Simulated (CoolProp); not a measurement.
Vapour-liquid equilibrium of m-xylene (1) + n-undecane (2) at 53.15 °C; x and y are mole fractions of (1).

Values from CoolProp's multi-fluid Helmholtz-energy mixture model, Zhou 2012 and Aleksandrov 2011; pair parameters Bell 2016.

Give the bubble pressure and the first vapour's composition at x = 0.45, 0.85, 0.95. Is there an azeotrope?

x = 0.45: 0.02351 bar, y = 0.907; x = 0.85: 0.04149 bar, y = 0.986; x = 0.95: 0.04603 bar, y = 0.996. No azeotrope shows between x = 0.05 and 0.95.

Pair parameters are fitted to limited data, so mixtures are less certain than the pure fluids.
